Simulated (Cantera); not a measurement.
A freely propagating, adiabatic, planar premixed flame of 9.87 % CH4, 1.48 % H2, 18.7 % O2, 70.0 % N2, equivalence ratio 1.1, unburnt at 550 K and 0.370 bar; multicomponent+Soret transport, grid criteria slope 0.08 and curve 0.16, no radiation.

Detailed kinetics in Cantera: GRI-Mech 3.0 (53 species, 325 reactions). Burning velocities carry a grid error of a few per cent, more on coarse grids.

x: mole fraction of selected species; z is measured from the peak of heat release.

```tsv
z (mm)	T (K)	u (m/s)	x CH4	x H2	x O2	x CO	x C2H	x NO
-2.29	550	1.49	0.0987	0.0150	0.187	8.54e-7	<1e-8	<1e-8
-1.53	551	1.49	0.0985	0.0156	0.186	1.36e-5	<1e-8	<1e-8
-1.15	555	1.50	0.0980	0.0164	0.186	8.20e-5	<1e-8	<1e-8
-0.763	595	1.62	0.0944	0.0187	0.184	0.00101	<1e-8	9.66e-8
-0.382	953	2.63	0.0709	0.0270	0.157	0.0136	<1e-8	1.49e-6
-0.191	1363	3.81	0.0405	0.0336	0.115	0.0340	<1e-8	4.03e-6
0	1753	4.97	0.0109	0.0355	0.0653	0.0566	…	9.08e-6
0.191	1925	5.48	0.00111	0.0297	0.0341	0.0609	…	1.61e-5
0.382	1964	5.59	5.95e-5	0.0251	0.0219	0.0543	…	2.13e-5
0.763	1991	5.64	1.25e-7	0.0240	0.0160	0.0447	<1e-8	2.57e-5
1.53	2025	5.71	<1e-8	0.0242	0.0140	0.0396	<1e-8	2.97e-5
3.05	2070	5.82	<1e-8	0.0233	0.0125	0.0381	<1e-8	3.64e-5
6.11	2131	5.97	<1e-8	0.0216	0.0106	0.0369	<1e-8	4.93e-5
```

Q: What belongs in the gaps?

A: 
- 0, x C2H: 3.47e-7
- 0.191, x C2H: 3.95e-7
- 0.382, x C2H: 3.88e-8
